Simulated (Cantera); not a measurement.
Charge: 1 mol SiO₂, 200 mol H₂, held at 1.00 Torr.

Cantera equilibrium calculation (NASA polynomials, part measured and part estimated; ideal gas, pure solids and liquids). Candidate condensed phases: H₂O, Si, SiO₂; 18 gas species. The tables hold silica as quartz up to 1696 K and as liquid above; real silica turns to tridymite and cristobalite and melts near 1996 K. The numbers say what is thermodynamically allowed, not how fast it happens.

x: gas mole fraction; n: condensed amount in mol.

```csv
T (°C),x H₂,x H,x SiO,x H₂O,x OH,n SiO₂(β-quartz)
700,1.00,2.96e-8,7.76e-9,7.76e-9,<1e-12,1.000
800,1.000,3.84e-7,1.86e-7,1.86e-7,<1e-12,1.000
900,1.000,?,?,?,<1e-12,0.999
1000,1.000,1.95e-5,2.33e-5,2.33e-5,5.23e-12,0.995
1100,1.000,?,?,?,?,0.970
1200,0.998,0.000346,0.000761,0.000761,6.87e-9,0.848
1300,0.993,0.00111,0.00309,0.00309,1.25e-7,0.380
1400,0.987,0.00310,0.00497,0.00497,7.50e-7,0
1500,0.982,0.00772,0.00496,0.00495,2.41e-6,0
1600,0.973,0.0174,0.00493,0.00492,6.85e-6,0
1700,0.954,0.0361,0.00489,0.00487,1.75e-5,0
```

What belongs in the gaps?


- 900, x H: 3.23e-6
- 900, x SiO: 2.57e-6
- 900, x H₂O: 2.57e-6
- 1100, x H: 9.12e-5
- 1100, x SiO: 0.000152
- 1100, x H₂O: 0.000152
- 1100, x OH: 2.47e-10
